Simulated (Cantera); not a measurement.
A perfectly stirred reactor is fed with 15.8 % CO, 10.9 % H₂, 15.4 % O₂, 57.8 % N₂, equivalence ratio 0.87, at 0.987 atm; it is adiabatic with a 800 K inlet, and is followed from long to short residence time, starting on the burning branch (τ in s: 0.17, 0.051, 0.015, 0.0047, 0.0014, 0.00042, 0.00013, 3.8e-05, 1.2e-05).

Detailed kinetics in Cantera: GRI-Mech 3.0 (53 species, 325 reactions).

x: mole fraction; the columns are a selection and need not sum to one.

| τ (s) | T (K) | x CO | x H₂ | x O₂ | x NO | x NO₂ |
|---|---|---|---|---|---|---|
| 0.17 | 2500 | 0.0312 | 0.00388 | 0.0328 | 0.00777 | 2.70e-6 |
| 0.051 | 2495 | 0.0319 | 0.00398 | 0.0335 | 0.00680 | 2.35e-6 |
| 0.015 | 2474 | 0.0342 | 0.00433 | 0.0356 | 0.00466 | 1.56e-6 |
| 0.0047 | 2411 | 0.0402 | 0.00534 | 0.0396 | 0.00213 | 6.31e-7 |
| 0.0014 | 2267 | 0.0514 | 0.00759 | 0.0457 | 0.000552 | 1.25e-7 |
| 0.00042 | 2067 | 0.0629 | 0.0105 | 0.0519 | 0.000143 | 2.68e-8 |
| 0.00013 | [?] | [?] | [?] | [?] | [?] | [?] |
| 3.8e-5 | [?] | [?] | [?] | [?] | [?] | [?] |
| 1.2e-5 | 800 | 0.158 | 0.109 | 0.154 | <1e-12 | <1e-12 |

Q: Fill in the missing entries.

A: 
- 0.00013, T (K): 1839
- 0.00013, x CO: 0.0734
- 0.00013, x H₂: 0.0131
- 0.00013, x O₂: 0.0585
- 0.00013, x NO: 6.83e-5
- 0.00013, x NO₂: 1.24e-8
- 3.8e-5, T (K): 1553
- 3.8e-5, x CO: 0.0978
- 3.8e-5, x H₂: 0.0160
- 3.8e-5, x O₂: 0.0744
- 3.8e-5, x NO: 2.29e-5
- 3.8e-5, x NO₂: 4.89e-9
